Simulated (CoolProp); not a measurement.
n-nonane along the isotherm 326.85 °C: density (kg/m³) from the reference equation and from simpler models built on Tc = 321.4 °C, pc = 2282 kPa, ω = 0.443; each cubic takes its own stable root.

Values from CoolProp's reference Helmholtz-energy equation of state, Lemmon 2006. It is a short technical equation, of lower accuracy than the large ones.

```csv
p (kPa),phase,reference
72.2,gas,1.876
122,gas,3.195
206,gas,5.467
347,gas,9.425
585,gas,16.58
988,gas,30.48
1670,gas,63.33
2810,supercritical,343.7
4750,supercritical,413.1
8010,supercritical,452.6
13500,supercritical,487.6
22800,supercritical,522.6
```

Question: How far does each simpler model (ideal gas, Redlich-Kwong, Peng-Robinson) lie from the reference over these 12 states: mean and median of the absolute difference, and the worst?

Answer: 
- ideal gas: mean 26.2 %, median 14.4 %, worst -79.0 % at 326.85 °C and 2810 kPa
- Redlich-Kwong: mean 6.9 %, median 1.7 %, worst -23.1 % at 326.85 °C and 2810 kPa
- Peng-Robinson: mean 3.3 %, median 0.5 %, worst -17.7 % at 326.85 °C and 2810 kPa
